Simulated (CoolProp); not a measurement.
The numbers come from the reference Helmholtz-energy equation of state, Zhou 2014 in CoolProp.

Q: Give the vapour pressure (MPa), vapour density (kg/m³), liquid viscosity (µPa s), vapour viscosity (µPa s) of saturated cyclohexane at 171.85 °C.

A: 
| T (°C) | p (MPa) | vapour density (kg/m³) | liquid viscosity (µPa s) | vapour viscosity (µPa s) |
|---|---|---|---|---|
| 171.85 | 0.837 | 22.8 | 170 | 10.3 |

Viscosity comes from a separate model (Tariq 2014).
